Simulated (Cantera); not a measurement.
A perfectly stirred reactor is fed with CO : H₂ : CH₄ : O₂ : N₂ = 1 : 0.23 : 0.11 : 0.522 : 2.2 (molar parts), at 9.87 atm; it is adiabatic with a 400 K inlet, and is followed from long to short residence time, starting on the burning branch (τ in s: 0.39, 0.13, 0.042, 0.014, 0.0046, 0.0015, 0.0005, 0.00016, 5.4e-05, 1.8e-05).

Detailed kinetics in Cantera: GRI-Mech 3.0 (53 species, 325 reactions).

Q: Predict: blow-out, bracketed by the residence times tried; x(CO) at τ = 0.390 s; x(H₂) at τ = 0.390 s; x(CH₄) at τ = 0.390 s; x(H₂O) at τ = 0.390 s; x(O) at τ = 0.390 s; x(CO) at τ = 1.50 ms; x(H₂) at τ = 1.50 ms; x(CH₄) at τ = 1.50 ms; x(H₂O) at τ = 1.50 ms; x(O) at τ = 1.50 ms.

A: 
| Property | Value |
|---|---|
| blow-out, bracketed by the residence times tried | burning at 18.0 µs, the shortest tried |
| x(CO) at τ = 0.390 s | 0.147 |
| x(H₂) at τ = 0.390 s | 0.0192 |
| x(CH₄) at τ = 0.390 s | 2.29e-6 |
| x(H₂O) at τ = 0.390 s | 0.100 |
| x(O) at τ = 0.390 s | 1.57e-6 |
| x(CO) at τ = 1.50 ms | 0.148 |
| x(H₂) at τ = 1.50 ms | 0.0191 |
| x(CH₄) at τ = 1.50 ms | 2.55e-5 |
| x(H₂O) at τ = 1.50 ms | 0.0989 |
| x(O) at τ = 1.50 ms | 6.58e-5 |
